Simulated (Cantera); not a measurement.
N2O furnace oxynitridation

An isothermal, constant-pressure homogeneous reactor starts with N₂O : H₂O = 1 : 0.0063 (molar parts), at 1125 K and 6500 Pa.

Computed with Cantera and GRI-Mech 3.0 (53 species, 325 reactions). GRI-Mech 3.0 was tuned for natural gas; its chemistry of N2O as a main component is partial and can be far from experiment. The mechanism lacks the step 2 NO + O2 → 2 NO2, which can matter for NO2 below about 1400 K. The temperature is held fixed by assumption; the heat of reaction is taken as removed at once.

| t (s) | x N₂O | x H₂O | x H₂O₂ | x NO | x HO₂ |
|---|---|---|---|---|---|
| 0.000100 | 0.994 | 0.00626 | <1e-12 | 2.20e-8 | 5.55e-12 |
| 0.000242 | 0.994 | 0.00626 | <1e-12 | 9.48e-8 | 6.18e-11 |
| 0.000588 | 0.994 | 0.00626 | <1e-12 | 3.21e-7 | 5.55e-10 |
| 0.00143 | 0.994 | 0.00626 | <1e-12 | 8.93e-7 | 3.96e-9 |
| 0.00346 | 0.994 | 0.00626 | 1.16e-12 | 2.28e-6 | 2.36e-8 |
| 0.00838 | 0.994 | 0.00626 | 4.13e-11 | 5.65e-6 | 1.18e-7 |
| 0.0203 | 0.993 | 0.00626 | 1.15e-9 | 1.37e-5 | 4.38e-7 |
| 0.0492 | 0.993 | 0.00626 | 9.99e-9 | 3.26e-5 | 9.32e-7 |
| 0.119 | 0.992 | 0.00626 | 1.35e-8 | 7.41e-5 | 9.46e-7 |
| 0.289 | 0.990 | 0.00625 | 6.34e-9 | 0.000168 | 6.52e-7 |
| 0.702 | 0.984 | 0.00624 | 2.82e-9 | 0.000391 | 4.30e-7 |
| 1.70 | 0.971 | 0.00621 | 1.22e-9 | 0.000956 | 2.62e-7 |
| 4.12 | 0.940 | 0.00615 | 5.89e-10 | 0.00237 | 1.38e-7 |
| 10.0 | 0.871 | 0.00600 | 4.24e-10 | 0.00560 | 6.34e-8 |
x: mole fraction; the columns are a selection and need not sum to one.

Equilibrium at this temperature and pressure: N₂O 2.12e-9, H₂O 0.00418, H₂O₂ 7.20e-12, NO 0.000123, HO₂ 8.02e-10 (gas phase only).
